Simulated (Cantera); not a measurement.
An adiabatic, constant-volume homogeneous reactor starts with H₂ : O₂ : N₂ : NO = 1 : 0.806 : 3.03 : 0.0055 (molar parts), at 1750 K and 368 Torr. Integrator tolerance rtol = 1e-08.

Detailed kinetics in Cantera: GRI-Mech 3.0 (53 species, 325 reactions).

**Question.** What does this change do: initial temperature 1750 to 1175 K?

**Answer.** 
```csv
quantity,before,after
time of steepest temperature rise,13.3 µs,0.102 ms
temperature at 5.00 s,2819 K,2648 K
equilibrium temperature,2819 K,2648 K
x(H₂) at 5.00 s,0.0204 (gas-phase equilibrium 0.0204),0.00978 (gas-phase equilibrium 0.00978)
x(O₂) at 5.00 s,0.0561 (gas-phase equilibrium 0.0561),0.0593 (gas-phase equilibrium 0.0593)
x(NO) at 5.00 s,0.0180 (gas-phase equilibrium 0.0180),0.0146 (gas-phase equilibrium 0.0146)
x(H₂O₂) at 5.00 s,4.63e-7 (gas-phase equilibrium 4.63e-7),4.72e-7 (gas-phase equilibrium 4.72e-7)
x(O) at 5.00 s,0.0162 (gas-phase equilibrium 0.0162),0.00705 (gas-phase equilibrium 0.00705)
x(OH) at 5.00 s,0.0360 (gas-phase equilibrium 0.0360),0.0232 (gas-phase equilibrium 0.0232)
```
The mechanism lacks 2 NO + O2 → 2 NO2 and HONO, so NO2 and the effect of NO are under-described below about 1400 K.

**Question.** What does this change do: pressure from 368 Torr to 13500 Torr?

**Answer.** 
| quantity | before | after |
|---|---|---|
| time of steepest temperature rise | 13.3 µs | 0.402 µs |
| temperature at 5.00 s | 2819 K | 3104 K |
| equilibrium temperature | 2819 K | 3104 K |
| x(H₂) at 5.00 s | 0.0204 (gas-phase equilibrium 0.0204) | 0.0102 (gas-phase equilibrium 0.0102) |
| x(O₂) at 5.00 s | 0.0561 (gas-phase equilibrium 0.0561) | 0.0527 (gas-phase equilibrium 0.0527) |
| x(NO) at 5.00 s | 0.0180 (gas-phase equilibrium 0.0180) | 0.0251 (gas-phase equilibrium 0.0251) |
| x(H₂O₂) at 5.00 s | 4.63e-7 (gas-phase equilibrium 4.63e-7) | 4.99e-6 (gas-phase equilibrium 4.99e-6) |
| x(O) at 5.00 s | 0.0162 (gas-phase equilibrium 0.0162) | 0.00683 (gas-phase equilibrium 0.00683) |
| x(OH) at 5.00 s | 0.0360 (gas-phase equilibrium 0.0360) | 0.0284 (gas-phase equilibrium 0.0284) |
The hydrogen kinetics of GRI-Mech 3.0 are dated; newer H2 mechanisms differ, most at raised pressure. The pressure lies above the range GRI-Mech 3.0 was tuned for (to about 10 atm). Above 3000 K some thermodynamic fits are extrapolated.
